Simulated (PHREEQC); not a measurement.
**Polishing slurry liquid: an equilibrium model**

Make-up at 20 °C: 0.11 mol/kgw K2CO3 and 0.008 mol/kgw CuSO4. Closed to the air; pH follows from the charge balance.

Computed with PHREEQC (ion-association model, wateq4f.dat).

This is a speciation only: nothing precipitates in the calculation.

Q: What pH, ionic strength, activity of water does the model give?

A: pH 10.78; ionic strength 0.319 mol/kgw; activity of water 0.994.

Q: In which forms is Cu present?

A: Cu(OH)2 82 %, Cu(CO3)2-2 17 % of the Cu.

The solution is supersaturated, for example in Cu(OH)2, Malachite, so a real one may precipitate; this is no full list. Species that the database lacks are ignored. The database's constant for dissolved Cu(OH)2 is higher than later reviews accept.
